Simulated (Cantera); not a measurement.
Charge: 1 mol Si, 0.9 mol HCl, 1.6 mol H2, at 0.220 bar.

These are equilibrium values from Cantera (NASA tables, ideal gas, pure condensed phases), not measurements of a reactor. Candidate condensed phases: Si; 19 gas species. The tables' values for SiCl3 are old estimates; treat these amounts as uncertain. The numbers say what is thermodynamically allowed, not how fast it happens. All values below are at 975 K.

Base state: H2 0.883, SiCl4 0.0726, SiHCl3 0.0297, HCl 0.0123, SiH2Cl2 0.00127, SiCl3 0.000844, SiCl2 0.000278, SiH3Cl 1.38e-5 (mole fractions); condensed: Si(s).

Task: What changes in the equilibrium state with this change: pressure from 0.220 bar to 22.0 bar?

Result: 
```tsv
species	before	after
H2	0.883	0.875
SiHCl3	0.0297	0.0659
SiCl4	0.0726	0.0455
HCl	0.0123	0.00345
SiH3Cl	1.38e-5	0.000383
SiCl2	0.000278	2.20e-5
Si(s), mol	0.763	0.728
```
